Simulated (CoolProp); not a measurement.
n-heptane along the isotherm 578.8 K: density (kg/m³) from the reference equation and from simpler models built on Tc = 541.2 K, pc = 2.774 MPa, ω = 0.349; each cubic takes its own stable root.

The numbers come from the reference Helmholtz-energy equation of state, Span 2003 in CoolProp. It is a short technical equation, of lower accuracy than the large ones.

```
p (MPa)          phase  reference
-------  -------------  ---------
0.0439             gas     0.9181
0.0683             gas      1.432
0.106              gas      2.231
0.166              gas      3.515
0.258              gas      5.515
0.401              gas      8.704
0.625              gas      13.91
0.973              gas      22.59
1.52               gas      38.08
2.36               gas      68.67
3.67     supercritical      157.6
5.72     supercritical      334.8
8.91     supercritical      400.8
13.9     supercritical      445.1
```

Q: How far does each simpler model (Redlich-Kwong, Peng-Robinson) lie from the reference over these 14 states: mean and median of the absolute difference, and the worst?

A: 
- Redlich-Kwong: mean 2.6 %, median 0.1 %, worst -11.4 % at 578.8 K and 5.72 MPa
- Peng-Robinson: mean 1.7 %, median 0.7 %, worst -10.2 % at 578.8 K and 5.72 MPa
